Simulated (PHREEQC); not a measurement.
Consider water at 90 °C with 7 mmol/kgw HF, 15 mmol/kgw H2SiF6, 0.12 mmol/kgw HBF4 and 0.46 mmol/kgw HCl. Closed to the air; pH follows from the charge balance.

The numbers come from PHREEQC with the ion-association model, wateq4f.dat.

### Question
The ionic strength comes out as 0.0332 mol/kgw. What activity coefficients do Cl-, SiF6-2, BF3OH-, H+, BF4- get?

### Answer
Cl- 0.82, SiF6-2 0.47, BF3OH- 0.81, H+ 0.86, BF4- 0.81.

This is a speciation only: nothing precipitates in the calculation. Saturation is exceeded, for instance for Quartz (slow to form), Chalcedony (slow to form); the values hold only as long as no solid forms. At this temperature some constants are extrapolated from 25 °C, and those without enthalpy data are left unchanged. SiF6-2 is the database's only silicon fluoride. Real BF4- forms and hydrolyses slowly; the run takes it at equilibrium.
